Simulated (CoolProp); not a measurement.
Properties of R507A along the isotherm -17.75 °C (Tc = 70.6 °C, pc = 3.705 MPa, ω = 0.286).

Values from CoolProp's reference Helmholtz-energy equation of state, Lemmon 2003. It is a pseudo-pure fit of the blend.

```
p (MPa)   phase  speed of sound (m/s)  conductivity (mW/(m K))
-------  ------  --------------------  -----------------------
0.117       gas                 151.2                     10.4
0.172       gas                 149.2                     10.4
0.544    liquid                 575.7                     81.9
0.798    liquid                 578.3                     82.1
1.17     liquid                 582.0                     82.3
1.72     liquid                     ?                     82.6
2.52     liquid                 595.0                        ?
3.7      liquid                     ?                     83.7
5.44     liquid                 620.8                        ?
7.98     liquid                     ?                     86.0
11.7     liquid                     ?                     87.8
17.2     liquid                 704.5                     90.3
25.2     liquid                 750.3                     93.6
37       liquid                 808.7                     97.9
```

Q: Fill in the missing entries.

A: 
- 1.72, speed of sound (m/s): 587.4
- 2.52, conductivity (mW/(m K)): 83.1
- 3.7, speed of sound (m/s): 605.8
- 5.44, conductivity (mW/(m K)): 84.7
- 7.98, speed of sound (m/s): 641.2
- 11.7, speed of sound (m/s): 668.5

Thermal conductivity comes from a separate model (Geller 2001).
